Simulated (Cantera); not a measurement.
**Reactions in the system Cu-F-H-O**

Standard-state values (1 bar) from the NASA 1993 polynomials, evaluated with Cantera. Values are per mole of reaction as written; species without (g) are pure solids or liquids, kept so even where they would boil at 1 bar.

12 OH(g) + 3 CuF2 ⇌ 6 HF(g) + 3 Cu(OH)2 + 2 O3(g)

| T (K) | ΔH° (kJ) | ΔS° (J/K) | ΔG° (kJ) | log10 K | condensed phases |
|---|---|---|---|---|---|
| 1098 | -1555.9 | -592.2 | -905.6 | 43.08 | CuF2(s), Cu(OH)2(s) |
| 1123 | -1721.8 | -741.8 | -888.7 | 41.34 | CuF2(l), Cu(OH)2(s) |
| 1148 | -1722.2 | -742.2 | -870.2 | 39.59 | CuF2(l), Cu(OH)2(s) |
| 1173 | -1722.7 | -742.6 | -851.6 | 37.92 | CuF2(l), Cu(OH)2(s) |
| 1198 | -1723.2 | -743.0 | -833.0 | 36.32 | CuF2(l), Cu(OH)2(s) |
| 1223 | -1723.6 | -743.4 | -814.5 | 34.79 | CuF2(l), Cu(OH)2(s) |

Cu + 2 H2O(g) ⇌ Cu(OH)2 + 2 H(g)

| T (K) | ΔH° (kJ) | ΔS° (J/K) | ΔG° (kJ) | log10 K |
|---|---|---|---|---|
| 1098 | 509.1 | -8.8 | 518.8 | -24.68 |
| 1123 | 510.3 | -7.7 | 519.0 | -24.14 |
| 1148 | 511.5 | -6.7 | 519.2 | -23.62 |
| 1173 | 512.6 | -5.7 | 519.3 | -23.13 |
| 1198 | 513.7 | -4.8 | 519.5 | -22.65 |
| 1223 | 514.9 | -3.9 | 519.6 | -22.19 |
